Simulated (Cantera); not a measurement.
Cantera run, input and output.

```python
import numpy as np
import cantera as ct

gas = ct.Solution("h2o2.yaml")
gas.TPX = 925, 100000, {'H2': 0.78, 'O2': 1, 'N2': 1.3}
reactor = ct.IdealGasConstPressureReactor(gas, energy="off", clone=False)
net = ct.ReactorNet([reactor])
net.rtol, net.atol = 1e-08, 1e-18
show = ['H2', 'O2', 'HO2', 'H2O', 'OH']
times = np.geomspace(1e-06, 4, 10)

steps = ct.SolutionArray(gas, extra=["t"])
rows = []
print(f"{'t/s':>10s}{'T/K':>9s}{'P/Pa':>11s}" + "".join(f"{s:>11s}" for s in show))
for t in times:
    while net.time < t:
        t_next = net.step()
        steps.append(gas.state, t=t_next)
    rows.append([np.interp(t, steps.t, y) for y in (steps.T, steps.P, *steps(*show).X.T)])
    print(f"{t:10.3e}{rows[-1][0]:9.1f}{rows[-1][1]:11.4g}" + "".join(f"{x:11.3e}" for x in rows[-1][2:]))
rate = np.gradient(steps.T, steps.t)
print("integrator steps:", len(steps.t))
if steps.T.max() > steps.T[0] + 200:
    print(f"time of steepest temperature rise: {steps.t[rate.argmax()]:.4e} s")
gas.TPX = 925, 100000, {'H2': 0.78, 'O2': 1, 'N2': 1.3}
gas.equilibrate("TP")
print(f"equilibrium (TP): T = {gas.T:.1f} K  " + "  ".join(f"{s} {gas[s].X[0]:.3e}" for s in show))
```

Result:

```
       t/s      T/K       P/Pa         H2         O2        HO2        H2O         OH
 1.000e-06    925.0      1e+05  2.532e-01  3.247e-01  7.409e-12  2.026e-13  1.520e-13
 5.415e-06    925.0      1e+05  2.532e-01  3.247e-01  5.534e-11  9.322e-12  1.074e-12
 2.932e-05    925.0      1e+05  2.532e-01  3.247e-01  5.266e-10  2.145e-10  3.546e-12
 1.587e-04    925.0      1e+05  2.532e-01  3.247e-01  4.040e-09  2.063e-09  4.497e-12
 8.595e-04    925.0      1e+05  2.532e-01  3.247e-01  2.474e-08  1.368e-08  5.526e-12
 4.654e-03    925.0      1e+05  2.532e-01  3.247e-01  1.927e-07  1.337e-07  1.478e-11
 2.520e-02    925.0      1e+05  2.532e-01  3.247e-01  7.711e-06  1.403e-05  6.911e-10
 1.364e-01    925.0      1e+05  2.362e-01  3.173e-01  8.375e-05  1.791e-02  1.005e-07
 7.388e-01    925.0      1e+05  1.059e-01  2.671e-01  6.907e-05  1.674e-01  1.091e-07
 4.000e+00    925.0      1e+05  1.475e-03  2.273e-01  5.605e-06  2.883e-01  4.642e-08
integrator steps: 1251
equilibrium (TP): T = 925.0 K  H2 4.789e-12  O2 2.268e-01  HO2 4.593e-10  H2O 2.900e-01  OH 4.106e-08
```

Detailed kinetics in Cantera: the H2/O2 subset of GRI-Mech 3.0, which has no nitrogen chemistry. Below about 950 K walls govern HO2 and H2O2 in real vessels. The temperature is held fixed by assumption; the heat of reaction is taken as removed at once.
